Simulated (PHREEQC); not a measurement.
# Hard or scaling water: an equilibrium model

Dissolve 0.0047 mol MgCl2, 0.00012 mol Na2HPO4 and 0.058 mol NaCl per kg of water at 20 °C. Closed to the air; pH follows from the charge balance.

Model: ion-association model, phreeqc.dat, run in PHREEQC.

No solid was allowed to form.

Q: Estimate the pH, density, specific conductance.

A: pH 7.86; density 1.001 g/cm³; specific conductance 6420 µS/cm.

Q: In which forms is P present?

A: HPO4-2 54 %, MgHPO4 31 %, H2PO4- 6.4 %, MgPO4- 6.0 %, NaHPO4- 2.5 % of the P.

Species that the database lacks are ignored.
